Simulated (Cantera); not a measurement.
A closed system holds: 1 mol FeS, 0.2 mol O2, 0.49 mol H2O, at 10.0 mbar.

Equilibrium computed with Cantera from the NASA thermochemical tables; the gas is ideal and each condensed phase is pure. Candidate condensed phases: Fe, FeO, Fe(OH)2, Fe(OH)3, FeS, FeSO4, FeS2, Fe2O3, Fe2(SO4)3, Fe3O4, H2O, H2SO4, S; 22 gas species. Metal and sulfide melt together well below either melting point, which pure phases cannot show. Mutual solubility and eutectic melting of coexisting phases are not modelled. The tables' stoichiometric FeO is somewhat more stable than real wüstite, so its field is too wide. FeO, FeS: taken at fixed stoichiometry. Gases not in the tables: S3 to S7. The numbers say what is thermodynamically allowed, not how fast it happens.

log p: log10 of the partial pressure in bar; n: condensed amount in mol.

| T (K) | log p H2O | log p SO2 | log p S2 | log p H2 | log p H2S | log p SO | n FeS(s) | n Fe3O4(s) | n FeO(s) | n FeS(l) |
|---|---|---|---|---|---|---|---|---|---|---|
| 823 | -2.10 | -2.72 | -4.22 | -5.06 | -4.03 | -7.96 | 0.870 | 0.0433 | 0 | 0 |
| 898 | -2.10 | -2.73 | … | … | -4.01 | … | 0.867 | 0.0443 | 0 | 0 |
| 973 | -2.10 | -2.73 | -3.85 | -4.32 | -3.98 | -6.69 | 0.863 | 0.0457 | 0 | 0 |
| 1048 | -2.11 | -2.74 | -3.71 | -4.03 | -3.96 | -6.19 | 0.858 | 0.0475 | 0 | 0 |
| 1123 | -2.11 | -2.75 | -3.58 | -3.77 | -3.95 | -5.76 | 0.851 | 0.0496 | 0 | 0 |
| 1198 | -2.12 | -2.76 | -3.48 | -3.55 | -3.93 | -5.38 | 0.843 | 0.0523 | 0 | 0 |
| 1273 | -2.15 | -2.74 | -3.24 | -3.36 | -3.86 | -5.00 | 0.798 | 0 | 0.202 | 0 |
| 1348 | -2.18 | -2.78 | … | … | … | … | 0.764 | 0 | … | 0 |
| 1423 | -2.22 | -2.83 | -2.92 | -3.00 | -3.72 | -4.44 | 0.720 | 0 | 0.280 | 0 |
| 1498 | -2.26 | -2.88 | -2.82 | -2.86 | -3.71 | -4.22 | 0 | 0 | 0.321 | 0.679 |

Problem. Some entries are withheld; supply them.

Solution. 
- 898, log p S2: -4.02
- 898, log p H2: -4.66
- 898, log p SO: -7.27
- 1348, log p S2: -3.07
- 1348, log p H2: -3.16
- 1348, log p H2S: -3.78
- 1348, log p SO: -4.70
- 1348, n FeO(s): 0.236
